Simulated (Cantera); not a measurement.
Silicon etching in halogen gases: Si + F2 + SF6

Charge: 1 mol Si, a varied amount of F2, 2.2 mol SF6, equilibrated at 823 K and 25.5 Torr.

Cantera equilibrium calculation (NASA polynomials, part measured and part estimated; ideal gas, pure solids and liquids). Candidate condensed phases: S, Si; 21 gas species. The tables' values for SF3, S2F2 (SSF2) are old estimates; treat these amounts as uncertain. The numbers say what is thermodynamically allowed, not how fast it happens.

```tsv
n(F2) (mol)	x SF6	x F2	x SiF4	x SF4	x F
1	0.375	<1e-12	0.313	0.312	4.02e-10
1.5	0.531	<1e-12	0.312	0.156	6.77e-10
2.1	0.663	0.0251	0.302	<1e-12	0.0101
3	0.516	0.220	0.235	<1e-12	0.0298
4.2	0.399	0.380	0.182	<1e-12	0.0392
5.9	0.303	0.514	0.138	<1e-12	0.0456
8.3	0.226	0.621	0.103	<1e-12	0.0501
```
x: gas mole fraction; nothing condenses.

From 1 mol F2 to 8.3 mol F2 nothing is condensed. The main Si-bearing gas is SiF4 throughout.
